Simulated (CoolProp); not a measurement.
Vapour-liquid equilibrium of benzene (1) + cyclohexane (2) at 485.1 K; x and y are mole fractions of (1).

The numbers come from the multi-fluid Helmholtz-energy mixture model, Thol 2012 and Zhou 2014; pair parameters Bell 2016 in CoolProp.

```csv
x,"bubble pressure, mixture model (MPa)","bubble pressure, Raoult's law (MPa)","y, mixture model","y, Raoult's law"
0.05,1.644,1.625,0.059,0.053
0.125,1.678,1.633,(withheld),0.133
0.2,1.707,1.642,0.224,0.211
0.275,1.733,1.651,0.300,0.289
0.35,1.754,1.659,0.374,0.366
0.425,1.771,1.668,0.445,0.442
0.5,1.783,1.677,0.514,0.517
0.575,1.791,1.685,(withheld),0.592
0.65,1.794,1.694,0.651,0.666
0.725,(withheld),1.703,(withheld),0.739
0.8,1.784,1.711,0.791,0.811
0.875,1.771,1.720,(withheld),0.882
0.95,(withheld),1.729,0.944,0.953
```

Problem. Complete the blanks.

Solution. 
- 0.125, y, mixture model: 0.144
- 0.575, y, mixture model: 0.582
- 0.725, bubble pressure, mixture model (MPa): 1.792
- 0.725, y, mixture model: 0.720
- 0.875, y, mixture model: 0.865
- 0.95, bubble pressure, mixture model (MPa): 1.752

The largest gap from Raoult's law is +6.3 % in bubble pressure, at x = 0.5. y crosses x between x = 0.65 and 0.725: the model has an azeotrope there.

The pair parameters rest on a limited set of measurements; away from them the model extrapolates.
